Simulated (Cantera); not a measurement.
Mixture: CH₄ : O₂ : N₂ = 1 : 1.18 : 4.42 (molar parts), equivalence ratio 1.7, at 1.00 bar, adiabatic and at constant pressure. Ignition delay is the time to a rise of 400 K.

Detailed kinetics in Cantera: GRI-Mech 3.0 (53 species, 325 reactions).

Task: What does this change do: N2 4.42 to 10 parts?

Result: 
| quantity | before | after |
|---|---|---|
| delay at 1200 K | 61.2 ms | 0.139 s |
| delay at 1350 K | 8.27 ms | 18.6 ms |
| delay at 1500 K | 1.47 ms | 3.06 ms |
| delay at 1650 K | 0.357 ms | 0.677 ms |
| apparent activation energy between 1575 and 1725 K | 190 kJ/mol | 200 kJ/mol |

Task: What does this change do: constant volume in place of constant pressure?

Result: 
| quantity | before | after |
|---|---|---|
| delay at 1200 K | 61.2 ms | 57.4 ms |
| delay at 1350 K | 8.27 ms | 7.69 ms |
| delay at 1500 K | 1.47 ms | 1.36 ms |
| delay at 1650 K | 0.357 ms | 0.332 ms |
| apparent activation energy between 1575 and 1725 K | 190 kJ/mol | 190 kJ/mol |
